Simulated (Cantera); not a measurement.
A perfectly stirred reactor is fed with CH4 : H2 : O2 : N2 = 1 : 0.039 : 3.67 : 13.8 (molar parts), at 760 Torr; it is adiabatic with a 575 K inlet, and is followed from long to short residence time, starting on the burning branch (τ in s: 0.47, 0.14, 0.042, 0.013, 0.0037, 0.0011, 0.00033, 0.0001, 3e-05).

Detailed kinetics in Cantera: GRI-Mech 3.0 (53 species, 325 reactions).

Task: Predict: blow-out, bracketed by the residence times tried; x(CH4) at τ = 0.470 s; x(H2) at τ = 0.470 s; x(O2) at τ = 0.470 s; x(OH) at τ = 0.470 s; x(HCN) at τ = 0.470 s; x(CH4) at τ = 3.70 ms; x(H2) at τ = 3.70 ms; x(O2) at τ = 3.70 ms; x(OH) at τ = 3.70 ms; x(HCN) at τ = 3.70 ms.

Result: 
| Item | Value |
|---|---|
| blow-out, bracketed by the residence times tried | burning at 0.330 ms, out at 0.100 ms |
| x(CH4) at τ = 0.470 s | 3.29e-6 |
| x(H2) at τ = 0.470 s | 3.93e-5 |
| x(O2) at τ = 0.470 s | 0.0891 |
| x(OH) at τ = 0.470 s | 0.000783 |
| x(HCN) at τ = 0.470 s | 3.42e-9 |
| x(CH4) at τ = 3.70 ms | 8.01e-5 |
| x(H2) at τ = 3.70 ms | 0.000688 |
| x(O2) at τ = 3.70 ms | 0.0896 |
| x(OH) at τ = 3.70 ms | 0.00291 |
| x(HCN) at τ = 3.70 ms | 1.35e-8 |
